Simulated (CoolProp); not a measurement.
Vapour-liquid equilibrium of carbon dioxide (1) + neopentane (2) at -10.35 °C; x and y are mole fractions of (1).

Model: multi-fluid Helmholtz-energy mixture model, Span 1996 and Lemmon 2006; pair parameters Bell 2016, in CoolProp.

```csv
x,"bubble pressure, mixture model (kPa)","bubble pressure, Raoult's law (kPa)","y, mixture model","y, Raoult's law"
0.05,___,175.3,0.790,0.748
0.2,761.9,561.7,0.938,0.934
0.35,1214,948.0,___,0.968
0.5,1542,1334,0.971,0.983
0.65,1801,1721,0.977,0.991
0.8,2080,2107,0.984,0.996
0.95,2462,2494,___,0.999
```

Task: Some entries are withheld; supply them.

Result: 
- 0.05, bubble pressure, mixture model (kPa): 222.8
- 0.35, y, mixture model: 0.962
- 0.95, y, mixture model: 0.995

The largest gap from Raoult's law is +35.6 % in bubble pressure, at x = 0.2. No azeotrope shows between x = 0.05 and 0.95.

The pair parameters rest on a limited set of measurements; away from them the model extrapolates. The gap from Raoult's law changes sign with composition, which may be real or a fault of the pair parameters; it wasn't checked against measurements.
